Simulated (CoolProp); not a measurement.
Values from CoolProp's reference Helmholtz-energy equation of state, Penoncello 2003.

Task: Give the vapour pressure (MPa), enthalpy of vaporisation (kJ/kg), liquid cp (kJ/(kg K)), surface tension (mN/m) of saturated CHF3 (R23) at -17.05 °C.

Result: 
```csv
T (°C),p (MPa),enthalpy of vaporisation (kJ/kg),liquid cp (kJ/(kg K)),surface tension (mN/m)
-17.05,1.53,168,1.55,5.30
```

Surface tension comes from a separate correlation (Mulero 2012).
